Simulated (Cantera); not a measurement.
Thermodynamics of iron carbonyl, mercury and lead vapours, feed Fe(CO)5 + H2 + N2

Feed: 1 mol Fe(CO)5, 3.9 mol H2, 11 mol N2, at 1127 °C and 10.0 Torr.

Cantera equilibrium calculation (NASA polynomials, part measured and part estimated; ideal gas, pure solids and liquids). Candidate condensed phases: C, C6H6, C7H8, C8H18, Fe, Fe(CO)5, FeO, Fe(OH)2, Fe(OH)3, Fe2O3, Fe3O4, H2O; 140 gas species. The numbers say what is thermodynamically allowed, not how fast it happens.

```
Item                                       Result
--------------------------------------  ---------
x(N2)                                       0.553
x(CO)                                       0.251
x(H2)                                       0.196
x(HCN)                                    2.49e-5
x(H)                                      1.86e-5
x(H2O)                                    1.60e-5
x(CO2)                                    9.48e-6
x(Fe)                                     1.15e-6
n(Fe(γ))                                1.000 mol
gas amount                              19.90 mol
log10 activity of C(graphite) (absent)      -0.82
log10 activity of Fe(OH)2(s) (absent)      -15.80
log10 activity of Fe(OH)3(s) (absent)      -26.04
```
